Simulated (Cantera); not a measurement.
# Equilibrium for carbon deposition, reforming and gasification: C2H5OH + CO2 + H2

A closed system holds: 1 mol C2H5OH, 0.058 mol CO2, 46 mol H2, held at 2350 K.

Method: chemical equilibrium by Gibbs-energy minimisation in Cantera with the NASA 1993 tables (ideal gas, pure condensed phases). Candidate condensed phases: C, C6H6, C7H8, C8H18, H2O; 110 gas species. The ideal-gas law is rough above about 30 bar. Equilibrium is a limit: real reactors are often held back by kinetics, nucleation or transport.

From 10.0 Pa to 10.0 bar the condensed part is C(graphite). At 100 bar nothing is condensed. The main C-bearing gas is CO throughout. The share of C in condensed phases is highest at 10.0 Pa (26.5 %) and lowest at 100 bar (0.0 %).

| P (Pa) | log p H2 | log p H | log p CO | log p CH4 | log p C2H2 (acetylene) | log p C3 | n C(graphite) |
|---|---|---|---|---|---|---|---|
| 10 | -4.52 | -4.17 | -5.83 | -12.76 | -6.78 | -7.38 | 0.545 |
| 100 | -3.18 | -3.50 | -4.73 | -10.07 | -5.44 | -7.38 | 0.487 |
| 1000 | -2.07 | -2.94 | -3.68 | -7.84 | -4.32 | -7.38 | 0.431 |
| 10000 | -1.03 | -2.42 | -2.66 | -5.77 | -3.29 | -7.38 | 0.409 |
| 100000 | -0.02 | -1.91 | -1.65 | -3.75 | -2.28 | -7.38 | 0.393 |
| 1000000 | 0.99 | -1.41 | -0.65 | -1.74 | -1.27 | -7.38 | 0.299 |
| 10000000 | 1.98 | -0.91 | 0.35 | 0.11 | -0.57 | -7.83 | 0 |
log p: log10 of the partial pressure in bar; n: condensed amount in mol.
